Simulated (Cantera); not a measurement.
An isothermal, constant-pressure homogeneous reactor starts with 34.5 % C3H8, 65.5 % H2, at 1898 K and 9.75 Torr.

Computed with Cantera and GRI-Mech 3.0 (53 species, 325 reactions). GRI-Mech 3.0 was tuned for natural gas; its chemistry of propane as a main component is partial and can be far from experiment. GRI-Mech 3.0 stops at C3 and has no aromatics, soot or wall deposition, so with more carbon than oxygen in the feed, carbon stays in small species such as C2H2 where larger ones or solid carbon would form. Radical loss at walls, strong at low pressure, is not modelled.

One state of this run: x C3H8 = <1e-12; x H2 = 0.740; x C2H2 = 0.253; x CH3 = 1.93e-5; x C2H4 = 2.98e-5; x CH2 = 1.88e-7; x C2H = 2.63e-5. x: mole fraction; the columns are a selection and need not sum to one.

**Question.** Which value of t (s) does it belong to?
A) 8.23e-5
B) 0.00156
C) 0.00678
D) 46.0

**Answer.** D, 46.0
